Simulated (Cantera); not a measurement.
Charge: 1 mol SiHCl₃, 0.0053 mol C₂H₄, 5 mol H₂, 0.057 mol C₂H₂, held at 1650 K and 96000 Pa.

Method: chemical equilibrium by Gibbs-energy minimisation in Cantera with the NASA 1993 tables (ideal gas, pure condensed phases). Candidate condensed phases: C, C₆H₆, C₇H₈, C₈H₁₈, Si, SiC; 109 gas species. The tables' values for SiCl₃ are old estimates; treat these amounts as uncertain. The numbers say what is thermodynamically allowed, not how fast it happens.

Base state: H₂ 0.728, HCl 0.145, SiCl₂ 0.0970, SiCl₃ 0.0168, SiCl₄ 0.00641, SiHCl₃ 0.00539, SiH₂Cl₂ 0.000774, H 7.91e-5 (mole fractions); condensed: SiC(s).

Q: What changes in the equilibrium state with this change: SiHCl₃ replaced by SiH₄?

A: 
```
species        before    after
-----------  --------  -------
H₂              0.728    1.000
H             7.91e-5  9.27e-5
CH₄           8.94e-6  1.58e-5
HCl             0.145        0
SiCl₂          0.0970        0
SiCl₃          0.0168        0
SiCl₄         0.00641        0
SiHCl₃        0.00539        0
SiH₂Cl₂      0.000774        0
SiC(s), mol     0.125    0.124
Si(s), mol          0    0.875
```
Mutual solubility and eutectic melting of coexisting phases are not modelled.
